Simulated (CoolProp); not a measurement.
Saturated liquid density (kg/m³) of n-hexane: the reference equation beside estimates from Tc = 507.8 K, pc = 30.44 bar, ω = 0.300. Rackett uses Z = 0.29056 − 0.08775 ω.

Model: reference Helmholtz-energy equation of state, Thol 2019, in CoolProp.

```csv
T (K),reference,Rackett,van der Waals,Redlich-Kwong,Soave-Redlich-Kwong,Peng-Robinson
234.4,710.6,717.3,415.9,618.7,632.4,710.4
249.7,697.5,704.4,409.2,607.9,623.3,700.8
264.9,684.3,691.2,402.3,596.5,613.6,690.5
280.2,670.9,677.6,395.1,584.5,603.1,679.4
295.4,657.3,663.7,387.7,571.8,592.0,667.5
310.7,643.2,649.3,379.9,558.4,580.0,654.6
326,628.8,634.5,371.7,544.1,567.0,640.7
341.2,614.0,619.1,363.1,529.1,553.2,625.7
356.5,598.6,603.1,354.0,513.0,538.1,609.2
371.7,582.5,586.4,344.4,496.0,521.8,591.3
387,565.5,568.7,334.2,477.6,504.0,571.5
402.3,547.4,550.0,323.2,457.8,484.4,549.6
417.5,528.1,530.0,311.4,436.6,462.8,525.4
```

Absolute difference from the reference over all 13 rows, mean and median: Rackett 0.8 and 0.9 %, van der Waals 41.0 and 41.0 %, Redlich-Kwong 14.1 and 13.5 %, Soave-Redlich-Kwong 10.5 and 10.3 %, Peng-Robinson 1.2 and 1.3 %.
